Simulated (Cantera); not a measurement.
Input: 1 mol B, 4.5 mol O2, held at 1750 K and 1.00 bar.

Cantera equilibrium calculation (NASA polynomials, part measured and part estimated; ideal gas, pure solids and liquids). Candidate condensed phases: B, B2O3; 10 gas species. The numbers say what is thermodynamically allowed, not how fast it happens.

Base state: O2 0.998, B2O3 0.00167, BO2 0.000455, O 7.47e-5 (mole fractions); condensed: B2O3(l).

Task: What changes in the equilibrium state with this change: pressure from 1.00 bar to 0.133 bar?

Result: 
```
species         before     after
------------  --------  --------
O2               0.998     0.985
B2O3           0.00167    0.0126
BO2           0.000455   0.00206
O              7.47e-5  0.000203
B2O3(l), mol     0.493     0.448
```
